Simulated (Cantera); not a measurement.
**Equilibrium for carbon deposition, reforming and gasification: C₂H₄ + CO₂ + H₂**

Input: 1 mol C₂H₄, 3.8 mol CO₂, 49 mol H₂, at 110 Pa.

Method: chemical equilibrium by Gibbs-energy minimisation in Cantera with the NASA 1993 tables (ideal gas, pure condensed phases). Candidate condensed phases: C, C₆H₆, C₇H₈, C₈H₁₈, H₂O; 110 gas species. Equilibrium is a limit: real reactors are often held back by kinetics, nucleation or transport.

```json
[
 {"T (K)": "1675", "x H₂": "0.864", "x H": "0.00325", "x CO": "0.101", "x H₂O": "0.0306", "x O": "1.69e-8", "x OH": "5.57e-6", "x CO₂": "0.00108", "x O₂": "2.70e-10"},
 {"T (K)": "1775", "x H₂": "0.860", "x H": "0.00809", "x CO": "0.101", "x H₂O": "0.0306", "x O": "1.32e-7", "x OH": "1.79e-5", "x CO₂": "0.000963", "x O₂": "2.08e-9"},
 {"T (K)": "1875", "x H₂": "0.850", "x H": "0.0182", "x CO": "0.100", "x H₂O": "0.0305", "x O": "8.26e-7", "x OH": "5.09e-5", "x CO₂": "0.000874", "x O₂": "1.30e-8"},
 {"T (K)": "1975", "x H₂": "0.832", "x H": "0.0376", "x CO": "0.0994", "x H₂O": "0.0302", "x O": "4.33e-6", "x OH": "0.000130", "x CO₂": "0.000802", "x O₂": "6.78e-8"},
 {"T (K)": "2075", "x H₂": "0.800", "x H": "0.0718", "x CO": "0.0977", "x H₂O": "0.0295", "x O": "1.95e-5", "x OH": "0.000302", "x CO₂": "0.000742", "x O₂": "3.07e-7"},
 {"T (K)": "2175", "x H₂": "0.748", "x H": "0.127", "x CO": "0.0949", "x H₂O": "0.0282", "x O": "7.70e-5", "x OH": "0.000646", "x CO₂": "0.000689", "x O₂": "1.23e-6"},
 {"T (K)": "2275", "x H₂": "0.671", "x H": "0.210", "x CO": "0.0907", "x H₂O": "0.0261", "x O": "0.000273", "x OH": "0.00127", "x CO₂": "0.000639", "x O₂": "4.45e-6"},
 {"T (K)": "2375", "x H₂": "0.568", "x H": "0.320", "x CO": "0.0850", "x H₂O": "0.0228", "x O": "0.000869", "x OH": "0.00229", "x CO₂": "0.000584", "x O₂": "1.44e-5"},
 {"T (K)": "2475", "x H₂": "0.445", "x H": "0.453", "x CO": "0.0781", "x H₂O": "0.0177", "x O": "0.00244", "x OH": "0.00363", "x CO₂": "0.000507", "x O₂": "3.99e-5"},
 {"T (K)": "2575", "x H₂": "0.318", "x H": "0.589", "x CO": "0.0708", "x H₂O": "0.0112", "x O": "0.00564", "x OH": "0.00468", "x CO₂": "0.000390", "x O₂": "8.11e-5"},
 {"T (K)": "2675", "x H₂": "0.207", "x H": "0.709", "x CO": "0.0644", "x H₂O": "0.00526", "x O": "0.00986", "x OH": "0.00450", "x CO₂": "0.000246", "x O₂": "0.000102"},
 {"T (K)": "2775", "x H₂": "0.125", "x H": "0.797", "x CO": "0.0598", "x H₂O": "0.00186", "x O": "0.0132", "x OH": "0.00327", "x CO₂": "0.000129", "x O₂": "7.90e-5"}
]
```
x: gas mole fraction; nothing condenses.

From 1675 K to 2775 K nothing is condensed. The main C-bearing gas is CO throughout.
